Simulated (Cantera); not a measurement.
Input: 1 mol CCl4, 0.44 mol HCl, at 9900 Pa.

These are equilibrium values from Cantera (NASA tables, ideal gas, pure condensed phases), not measurements of a reactor. Candidate condensed phases: C, C6H6, C7H8, C8H18; 91 gas species. The tables' values for CCl are old estimates; treat these amounts as uncertain. Kinetics and transport are ignored.

### Question
At 2700 K, list the 6 most abundant gas species with their mole fractions, and the condensed phases.

### Answer
Cl 0.898, HCl 0.0963, Cl2 0.00274, H 0.00243, H2 0.000181, C3 8.89e-5. Condensed: C(graphite).
